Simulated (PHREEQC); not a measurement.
Dissolve 1.6 mmol/kgw NH4Cl and 18 mmol/kgw NaOH at 25 °C. Closed to the air; pH follows from the charge balance.

The numbers come from PHREEQC with the ion-association model, wateq4f.dat.

Each row changes one thing in this solution. Precipitation was switched off in this run.

| case | pH | ionic strength (mol/kgw) | NH4+ (mol/kgw) | SI of Halite (NaCl) |
|---|---|---|---|---|
| as made | 12.15 | 0.0180 | 2.24e-6 | -6.24 |
| NH4Cl from 0.0016 to 0.0024 mol/kgw | 12.13 | 0.0180 | 3.53e-6 | -6.06 |
| 0.00051 mol/kgw SrCl2 added | 12.15 | 0.0195 | 2.26e-6 | -6.03 |
| diluted 100-fold with water | 10.21 | 0.000182 | 1.58e-6 | -10.14 |
| NaOH from 0.018 to 0.0036 mol/kgw | 11.28 | 0.00362 | 1.57e-5 | -6.88 |
| NH4Cl from 0.0016 to 0.00176 mol/kgw | 12.15 | 0.0180 | 2.49e-6 | -6.20 |
| NaOH replaced by Na2HAsO4 at the same molality | 8.63 | 0.0551 | 0.00133 | -6.00 |

Complexes and solids missing from the database can't appear.
